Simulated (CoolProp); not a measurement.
Vapour pressure (MPa) of octamethyltrisiloxane (MDM): the reference equation beside estimates from Tc = 292.2 °C, pc = 1.438 MPa, ω = 0.528.

Computed with CoolProp (reference Helmholtz-energy equation of state, Thol 2017).

```
T (°C)  reference  Lee-Kesler  Redlich-Kwong  Soave-Redlich-Kwong
------  ---------  ----------  -------------  -------------------
86.95     0.01209     0.01208        0.05368              0.01208
95.25     0.01672     0.01665        0.06660              0.01665
103.65    0.02277     0.02263        0.08190              0.02262
111.95    0.03038     0.03015        0.09941              0.03013
120.35    0.04003     0.03969         0.1198              0.03968
128.65    0.05181     0.05134         0.1427              0.05135
137.05    0.06638     0.06575         0.1689              0.06580
145.35    0.08374     0.08293         0.1980              0.08309
153.75     0.1047      0.1037         0.2309               0.1040
162.05     0.1293      0.1280         0.2671               0.1286
170.45     0.1584      0.1568         0.3075               0.1578
```

Absolute difference from the reference over all 11 rows, mean and median: Lee-Kesler 0.8 and 0.9 %, Redlich-Kwong 192.4 and 175.4 %, Soave-Redlich-Kwong 0.6 and 0.7 %.
